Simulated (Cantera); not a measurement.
A Cantera script and its output.

```python
import numpy as np
import cantera as ct

gas = ct.Solution("gri30.yaml")


def delay(T, t_max=10):
    gas.TPX = T, 200000, {'CO': 1, 'H2': 0.44, 'O2': 1.16, 'N2': 3.6}
    reactor = ct.IdealGasConstPressureReactor(gas, clone=False)
    net = ct.ReactorNet([reactor])
    net.rtol, net.atol = 1e-8, 1e-16
    while net.time < t_max:
        t_old, T_old = net.time, reactor.T
        net.step()
        if reactor.T > T + 400:  # ignition: a rise of 400 K
            return t_old + (T + 400 - T_old) / (reactor.T - T_old) * (net.time - t_old)
    return np.nan


taus = []
for T in [973, 1048, 1123, 1198, 1273, 1348, 1423, 1498]:
    taus.append(delay(T))
    print(f"T0 = {T:6g} K   tau = {taus[-1]:.4e} s")
```

It prints:

```
T0 =    973 K   tau = 3.9384e-03 s
T0 =   1048 K   tau = 1.8637e-04 s
T0 =   1123 K   tau = 6.3779e-05 s
T0 =   1198 K   tau = 3.7387e-05 s
T0 =   1273 K   tau = 2.6466e-05 s
T0 =   1348 K   tau = 2.0830e-05 s
T0 =   1423 K   tau = 1.7623e-05 s
T0 =   1498 K   tau = 1.5736e-05 s
```

Model: GRI-Mech 3.0 (53 species, 325 reactions), integrated in Cantera. Where the delays flatten at high temperature, the 400 K rule measures the pace of heat release, not the induction time.
